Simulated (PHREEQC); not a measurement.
Dissolve 0.0029 mol/kgw Cu(BF4)2, 0.0005 mol/kgw HBF4 and 0.001 mol/kgw NaCl at 76 °C. Closed to the air; pH follows from the charge balance.

Computed with PHREEQC (ion-association model, phreeqc.dat).

Each row changes one thing in this solution. No solid was allowed to form.

```tsv
case	pH	ionic strength (mol/kgw)	HF (mol/kgw)	BF4- (mol/kgw)	F- (mol/kgw)	H3BO3 (mol/kgw)	SI of Halite (NaCl)
as made	3.07	0.0103	0.00722	0.00323	0.00232	0.00206	-7.72
0.0016 mol/kgw Na2SiF6 added	[?]	0.0147	0.00765	0.00359	0.00265	0.00168	[?]
Cu(BF4)2 replaced by (NH4)2SiF6 at the same molality	3.25	0.00899	0.00585	0.000208	0.00288	0.000201	-7.70
HBF4 from 0.0005 to 0.00055 mol/kgw	[?]	0.0104	0.00727	0.00327	0.00230	0.00206	-7.72
NaCl from 0.001 to 0.0009 mol/kgw	3.07	0.0103	0.00722	0.00323	0.00232	0.00206	[?]
Cu(BF4)2 from 0.0029 to 0.00261 mol/kgw	3.07	0.00949	0.00697	0.00278	0.00228	0.00201	-7.72
```

Problem. Complete the blanks.

Solution. 
- 0.0016 mol/kgw Na2SiF6 added, pH: 3.09
- 0.0016 mol/kgw Na2SiF6 added, SI of Halite (NaCl): -7.12
- HBF4 from 0.0005 to 0.00055 mol/kgw, pH: 3.06
- NaCl from 0.001 to 0.0009 mol/kgw, SI of Halite (NaCl): -7.81

Some of these states are supersaturated (in Quartz (slow to form), Chalcedony (slow to form), for instance). At this temperature some constants are extrapolated from 25 °C, and those without enthalpy data are left unchanged. SiF6-2 is the database's only silicon fluoride. Real BF4- forms and hydrolyses slowly; the run takes it at equilibrium.
